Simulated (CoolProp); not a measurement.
The numbers come from the reference Helmholtz-energy equation of state, Thol 2017 in CoolProp.

**Question.** Give the vapour pressure (kPa), vapour density (kg/m³), enthalpy of vaporisation (kJ/kg), liquid cp (kJ/(kg K)) of saturated decamethyltetrasiloxane (MD2M) at 130.55, 147.65, 156.25 °C.

**Answer.** 
```tsv
T (°C)	p (kPa)	vapour density (kg/m³)	enthalpy of vaporisation (kJ/kg)	liquid cp (kJ/(kg K))
130.55	15.5	1.46	153	1.97
147.65	27.5	2.51	147	2.01
156.25	36.0	3.24	144	2.03
```
